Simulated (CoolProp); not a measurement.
Vapour-liquid equilibrium of R134a (1) + R152A (2) at 0.486 MPa; x and y are mole fractions of (1).

The numbers come from the multi-fluid Helmholtz-energy mixture model, Tillner-Roth 1994 and Outcalt 1996; pair parameters Lemmon 2004 in CoolProp.

```
x      bubble temperature, mixture model (°C)  bubble temperature, Raoult's law (°C)  y, mixture model  y, Raoult's law
-----  --------------------------------------  -------------------------------------  ----------------  ---------------
0.05                                     18.2                                   18.1             0.051            0.055
0.125                                    18.2                                   17.8             0.128            0.137
0.2                                      18.1                                   17.5             0.207            0.218
0.275                                    17.9                                   17.3             0.286            0.297
0.35                                     17.7                                   17.0             0.366            0.375
0.425                                    17.5                                   16.7             0.445            0.452
0.5                                      17.3                                   16.5             0.523            0.527
0.575                                    17.0                                   16.2             0.600            0.601
0.65                                     16.7                                   16.0             0.676            0.674
0.725                                    16.3                                   15.7             0.750            0.746
0.8                                      15.9                                   15.5             0.822            0.817
0.875                                    15.6                                   15.2             0.891            0.886
0.95                                     15.1                                   15.0             0.957            0.955
```

The largest gap from Raoult's law is +0.8 K in bubble temperature, at x = 0.5. No azeotrope shows between x = 0.05 and 0.95.

Pair parameters are fitted to limited data, so mixtures are less certain than the pure fluids.
